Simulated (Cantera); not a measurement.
Charge: 1 mol Fe2O3, 2.9 mol H2, 2.3 mol N2, at 1823 K and 1.33 mbar.

Method: chemical equilibrium by Gibbs-energy minimisation in Cantera with the NASA 1993 tables (ideal gas, pure condensed phases). Candidate condensed phases: Fe, FeO, Fe(OH)2, Fe(OH)3, Fe2O3, Fe3O4, H2O; 27 gas species. The tables' stoichiometric FeO is somewhat more stable than real wüstite, so its field is too wide. FeO: taken at fixed stoichiometry. Kinetics and transport are ignored.

Base state: N2 0.431, H2 0.331, H2O 0.209, Fe 0.0220, H 0.00682, OH 0.000300, FeO 0.000174, Fe(OH)2 3.43e-5 (mole fractions); condensed: FeO(l).

Q: What changes in the equilibrium state with this change: temperature from 1823 K to 1598 K?

A: 
```csv
species,before,after
N2,0.431,0.442
H2,0.331,0.364
H2O,0.209,0.193
Fe,0.0220,0.000684
FeO,0.000174,2.15e-6
OH,0.000300,1.81e-5
H,0.00682,0.000879
Fe(OH)2,3.43e-5,7.21e-6
"FeO(l), mol",1.88,0
"FeO(s), mol",0,2.00
```
